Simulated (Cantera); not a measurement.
# Iron carbonyl, mercury and lead vapours: Pb + H2

Feed: 1 mol Pb, 0.74 mol H2, held at 1175 K and 37.0 mbar.

These are equilibrium values from Cantera (NASA tables, ideal gas, pure condensed phases), not measurements of a reactor. Candidate condensed phases: Pb; 4 gas species. Rates play no part.

The x(H2) is 0.988. The x(Pb) is 0.0118, the n(Pb(l)) is 0.991 mol and the gas amount comes out as 0.7488 mol.
